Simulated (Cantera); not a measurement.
An isothermal, constant-pressure homogeneous reactor starts with CH4 : N2 = 1 : 3.9 (molar parts), at 1700 K and 60000 Pa.

Detailed kinetics in Cantera: GRI-Mech 3.0 (53 species, 325 reactions). GRI-Mech 3.0 stops at C3 and has no aromatics, soot or wall deposition, so with more carbon than oxygen in the feed, carbon stays in small species such as C2H2 where larger ones or solid carbon would form.

Problem. Predict: x(CH4) at 200 s; x(HCN) at 200 s; x(C2H4) at 200 s; x(CH3) at 200 s; x(H2) at 200 s; x(CH2) at 200 s.

Solution. 
| Item | Value |
|---|---|
| x(CH4) at 200 s | 0.00274 (gas-phase equilibrium 0.00189) |
| x(HCN) at 200 s | 7.22e-5 (gas-phase equilibrium 0.0895) |
| x(C2H4) at 200 s | 0.000603 (gas-phase equilibrium 0.000284) |
| x(CH3) at 200 s | 2.13e-5 (gas-phase equilibrium 1.47e-5) |
| x(H2) at 200 s | 0.250 (gas-phase equilibrium 0.252) |
| x(CH2) at 200 s | 8.42e-9 (gas-phase equilibrium 5.78e-9) |
